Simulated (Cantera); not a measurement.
Input (Python, Cantera) and output of one run.

```python
import numpy as np
import cantera as ct

gas_names = """
    H H2 H2S S SH S2 S8
""".split()
cond_names = """
    S(cr1) S(cr2) S(L)
""".split()


# ... load() reads the species with a 1 bar reference pressure and builds the phases ...
atoms = {
    'S': {'S': 1},
    'H2': {'H': 2},
}
top_T = {}  # K; cautious upper limits of use, not melting points


# ... equilibrate(T, P, feed) seeds the gas with the atoms and calls Mixture.equilibrate('TP', solver="vcs", rtol=1e-11, max_steps=5000) ...
results = []
feed = {'S': 1, 'H2': 7.5}  # mol
P = 1900000  # Pa
for T in [2198, 2298, 2398, 2498, 2598, 2698, 2798, 2898, 2998, 3098]:
    mix = equilibrate(T, P, feed)
    results.append((T, P, feed, dict(zip(mix.species_names, mix.species_moles))))

top = {s: max(r[3][s] / sum(r[3][g] for g in gas_names) for r in results) for s in gas_names}
cols = sorted((s for s in top if top[s] > 1e-05), key=lambda s: -top[s])[:8]
seen = [c for c in cond_names if any(r[3].get(c, 0) > 1e-12 for r in results)]
print("log10 of partial pressures in bar; condensed amounts in mol")
print(f"{'T/K':>10s}" + "".join(f"{s[:9]:>10s}" for s in cols + seen))
for T, P, feed, n in results:
    ng = sum(n[g] for g in gas_names)
    print(f"{T:10.4g}" + "".join(f"{np.log10(max(n[s] / ng * P / 1e5, 1e-99)):10.3f}" for s in cols)
          + "".join(f"{n.get(c, 0):10.4g}" for c in seen))
```

Output:

```
log10 of partial pressures in bar; condensed amounts in mol
       T/K        H2       H2S         H        SH        S2         S
      2198     1.220     0.323    -1.644    -0.818    -0.911    -2.440
      2298     1.221     0.291    -1.408    -0.680    -0.789    -2.154
      2398     1.222     0.253    -1.192    -0.563    -0.695    -1.900
      2498     1.222     0.211    -0.992    -0.463    -0.622    -1.673
      2598     1.222     0.165    -0.809    -0.377    -0.569    -1.471
      2698     1.221     0.115    -0.638    -0.305    -0.532    -1.289
      2798     1.219     0.063    -0.481    -0.243    -0.508    -1.126
      2898     1.216     0.008    -0.334    -0.192    -0.497    -0.979
      2998     1.212    -0.050    -0.198    -0.150    -0.495    -0.847
      3098     1.207    -0.110    -0.071    -0.115    -0.503    -0.728
```

These are equilibrium values from Cantera (NASA tables, ideal gas, pure condensed phases), not measurements of a reactor.
